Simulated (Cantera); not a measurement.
Thermodynamics of tantalum, niobium, vanadium and zirconium in process gases, feed Zr + H2O + H2

Charge: 1 mol Zr, 0.48 mol H2O, 87 mol H2, at 0.360 bar.

Cantera equilibrium calculation (NASA polynomials, part measured and part estimated; ideal gas, pure solids and liquids). Candidate condensed phases: H2O, Zr, ZrO2; 12 gas species. Mutual solubility and eutectic melting of coexisting phases are not modelled. Condensed phases not in the tables: N, O or C dissolved in the metal. Equilibrium is a limit: real reactors are often held back by kinetics, nucleation or transport.

```json
[
 {"T (°C)": "1225", "log p H2": "-0.44", "log p H": "-4.99", "log p ZrO": "<-12", "log p H2O": "-8.95", "n Zr(β)": "0.760", "n ZrO2(tetragonal)": "0.240", "n Zr(l)": "0", "n ZrO2(s)": "0"},
 {"T (°C)": "1325", "log p H2": "-0.44", "log p H": "-4.50", "log p ZrO": "-11.33", "log p H2O": "-8.32", "n Zr(β)": "0.760", "n ZrO2(tetragonal)": "0.240", "n Zr(l)": "0", "n ZrO2(s)": "0"},
 {"T (°C)": "1425", "log p H2": "-0.44", "log p H": "-4.06", "log p ZrO": "-10.14", "log p H2O": "-7.76", "n Zr(β)": "0.760", "n ZrO2(tetragonal)": "0.240", "n Zr(l)": "0", "n ZrO2(s)": "0"},
 {"T (°C)": "1525", "log p H2": "-0.44", "log p H": "-3.68", "log p ZrO": "-9.09", "log p H2O": "-7.26", "n Zr(β)": "0.760", "n ZrO2(tetragonal)": "0.240", "n Zr(l)": "0", "n ZrO2(s)": "0"},
 {"T (°C)": "1625", "log p H2": "-0.44", "log p H": "-3.33", "log p ZrO": "-8.15", "log p H2O": "-6.82", "n Zr(β)": "0.760", "n ZrO2(tetragonal)": "0.240", "n Zr(l)": "0", "n ZrO2(s)": "0"},
 {"T (°C)": "1725", "log p H2": "-0.44", "log p H": "-3.02", "log p ZrO": "-7.30", "log p H2O": "-6.42", "n Zr(β)": "0.760", "n ZrO2(tetragonal)": "0.240", "n Zr(l)": "0", "n ZrO2(s)": "0"},
 {"T (°C)": "1825", "log p H2": "-0.45", "log p H": "-2.73", "log p ZrO": "-6.54", "log p H2O": "-6.07", "n Zr(β)": "0.760", "n ZrO2(tetragonal)": "0.240", "n Zr(l)": "0", "n ZrO2(s)": "0"},
 {"T (°C)": "1925", "log p H2": "-0.45", "log p H": "-2.48", "log p ZrO": "-5.86", "log p H2O": "-5.73", "n Zr(β)": "0", "n ZrO2(tetragonal)": "0.240", "n Zr(l)": "0.760", "n ZrO2(s)": "0"},
 {"T (°C)": "2025", "log p H2": "-0.45", "log p H": "-2.24", "log p ZrO": "-5.24", "log p H2O": "-5.43", "n Zr(β)": "0", "n ZrO2(tetragonal)": "0.239", "n Zr(l)": "0.760", "n ZrO2(s)": "0"},
 {"T (°C)": "2125", "log p H2": "-0.46", "log p H": "-2.03", "log p ZrO": "-4.67", "log p H2O": "-5.15", "n Zr(β)": "0", "n ZrO2(tetragonal)": "0.236", "n Zr(l)": "0.758", "n ZrO2(s)": "0"},
 {"T (°C)": "2225", "log p H2": "-0.46", "log p H": "-1.83", "log p ZrO": "-4.15", "log p H2O": "-4.89", "n Zr(β)": "0", "n ZrO2(tetragonal)": "0.230", "n Zr(l)": "0.752", "n ZrO2(s)": "0"},
 {"T (°C)": "2325", "log p H2": "-0.47", "log p H": "-1.66", "log p ZrO": "-3.67", "log p H2O": "-4.66", "n Zr(β)": "0", "n ZrO2(tetragonal)": "0.210", "n Zr(l)": "0.734", "n ZrO2(s)": "0"},
 {"T (°C)": "2425", "log p H2": "-0.49", "log p H": "-1.49", "log p ZrO": "-3.23", "log p H2O": "-4.45", "n Zr(β)": "0", "n ZrO2(tetragonal)": "0", "n Zr(l)": "0.685", "n ZrO2(s)": "0.159"},
 {"T (°C)": "2525", "log p H2": "-0.50", "log p H": "-1.34", "log p ZrO": "-2.82", "log p H2O": "-4.26", "n Zr(β)": "0", "n ZrO2(tetragonal)": "0", "n Zr(l)": "0.558", "n ZrO2(s)": "0.0327"}
]
```
log p: log10 of the partial pressure in bar; n: condensed amount in mol.

From 1225 °C to 1825 °C the condensed part is Zr(β) + ZrO2(tetragonal). From 1925 °C to 2325 °C the condensed part is Zr(l) + ZrO2(tetragonal). From 2425 °C to 2525 °C the condensed part is Zr(l) + ZrO2(s).
